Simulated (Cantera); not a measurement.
Feed: 1 mol C₂H₆, 0.46 mol NH₃, 0.4 mol H₂, 0.051 mol H₂O, at 15.0 mbar.

These are equilibrium values from Cantera (NASA tables, ideal gas, pure condensed phases), not measurements of a reactor. Candidate condensed phases: C, C₆H₆, C₇H₈, C₈H₁₈, H₂O; 136 gas species. Rates play no part. All values below are at 1873 K.

Base state: H₂ 0.930, N₂ 0.0509, CO 0.0115, H 0.00508, HCN 0.00188, C₂H₂ (acetylene) 0.000290, HNC 8.35e-5 (mole fractions); condensed: C(graphite).

Problem. What changes in the equilibrium state with this change: pressure from 15.0 mbar to 0.110 bar?

Solution. 
```csv
species,before,after
H₂,0.930,0.933
N₂,0.0509,0.0510
CO,0.0115,0.0115
H,0.00508,0.00188
CH₄,7.91e-6,5.84e-5
C₂H₂ (acetylene),0.000290,0.000291
HNC,8.35e-5,8.37e-5
"C(graphite), mol",1.94,1.94
```
